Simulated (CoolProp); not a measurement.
CH3F (R41) at 298.15 K and 6.27 MPa is throttled through a valve to 0.808 MPa with no heat exchange. Each further row changes one setting.

Values from CoolProp's reference Helmholtz-energy equation of state, Lemmon 2006. It is a short technical equation, of lower accuracy than the large ones.

```csv
case,temperature change (K),final phase,final density (kg/m³)
as stated,[?],[?],[?]
outlet pressure 0.242 MPa,-86.0,[?],11.3
outlet pressure 1.05 MPa,-47.5,[?],[?]
```

Q: What belongs in the gaps?

A: 
- as stated, temperature change (K): -55.4
- as stated, final phase: two-phase, vapour fraction 0.337
- as stated, final density (kg/m³): 45.9
- outlet pressure 0.242 MPa, final phase: two-phase, vapour fraction 0.442
- outlet pressure 1.05 MPa, final phase: two-phase, vapour fraction 0.305
- outlet pressure 1.05 MPa, final density (kg/m³): 64.6
